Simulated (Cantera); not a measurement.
# Equilibrium for calcination and drying: Ca(OH)2 + CO2

A closed system holds: 1 mol Ca(OH)2, 0.91 mol CO2, held at 370000 Pa.

Method: chemical equilibrium by Gibbs-energy minimisation in Cantera with the NASA 1993 tables (ideal gas, pure condensed phases). Candidate condensed phases: C, C6H6, C7H8, C8H18, Ca, CaCO3, CaO, Ca(OH)2, H2O; 115 gas species. Mutual solubility and eutectic melting of coexisting phases are not modelled. The numbers say what is thermodynamically allowed, not how fast it happens.

```tsv
T (K)	x H2O	x CO2	x CO	x O2	x H2	x OH	x Ca(OH)2	x H	n CaCO3(calcite)	n CaO(s)
1098	0.908	0.0918	8.84e-8	4.65e-7	8.68e-7	5.52e-8	2.12e-10	1.20e-11	0.809	0.191
1148	0.795	0.205	5.06e-7	1.05e-6	1.66e-6	1.37e-7	6.58e-10	4.80e-11	0.652	0.348
1198	0.573	0.427	2.42e-6	2.33e-6	2.38e-6	2.90e-7	1.51e-9	1.53e-10	0.166	0.834
1248	0.524	0.476	5.83e-6	4.82e-6	4.12e-6	6.40e-7	3.99e-9	4.93e-10	0	1.00
1298	0.524	0.476	1.19e-5	9.34e-6	7.46e-6	1.38e-6	1.06e-8	1.52e-9	0	1.00
1348	0.524	0.476	2.30e-5	1.73e-5	1.29e-5	2.82e-6	2.63e-8	4.33e-9	0	1.00
1398	0.524	0.476	4.24e-5	3.06e-5	2.16e-5	5.47e-6	6.11e-8	1.14e-8	0	1.00
1448	0.523	0.476	7.48e-5	5.22e-5	3.47e-5	1.01e-5	1.34e-7	2.82e-8	0	1.00
```
x: gas mole fraction; n: condensed amount in mol.

From 1098 K to 1198 K the condensed part is CaCO3(calcite) + CaO(s). From 1248 K to 1448 K the condensed part is CaO(s).
